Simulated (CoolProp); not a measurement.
Nitrogen along the isobar 3030 kPa: Z from the reference equation and from simpler models built on Tc = 126.2 K, pc = 3396 kPa, ω = 0.037; each cubic takes its own stable root.

The numbers come from the reference Helmholtz-energy equation of state, Span 2000 in CoolProp.

```tsv
T (K)	phase	reference	van der Waals	Redlich-Kwong	Soave-Redlich-Kwong	Peng-Robinson
74.8	liquid	0.1656	0.2386	0.1633	0.1646	0.1461
79.1	liquid	0.1602	0.2305	0.1585	…	0.1415
83.3	liquid	0.1557	0.2237	0.1547	…	0.1378
87.6	liquid	0.1520	0.2180	0.1517	0.1524	0.1349
91.9	liquid	0.1490	0.2135	0.1496	…	0.1328
96.1	liquid	0.1467	0.2102	0.1484	0.1487	0.1316
100.4	liquid	0.1452	0.2080	0.1483	0.1484	0.1313
104.7	liquid	0.1446	0.2073	0.1494	0.1494	0.1322
108.9	liquid	…	0.2083	0.1521	0.1519	0.1345
113.2	liquid	0.1470	0.2120	0.1572	0.1568	0.1391
117.5	liquid	0.1518	0.2204	0.1667	0.1661	0.1478
121.7	liquid	0.1629	0.2427	0.1871	0.1863	0.1666
126	gas	0.5571	0.5987	0.5594	0.5593	0.5313
130.3	gas	0.6425	0.6614	0.6400	0.6413	0.6136
134.5	gas	0.6957	0.7039	0.6915	0.6937	0.6666
```

**Question.** Fill in the missing entries.

**Answer.** 
- 79.1, Soave-Redlich-Kwong: 0.1596
- 83.3, Soave-Redlich-Kwong: 0.1556
- 91.9, Soave-Redlich-Kwong: 0.1501
- 108.9, reference: 0.1450
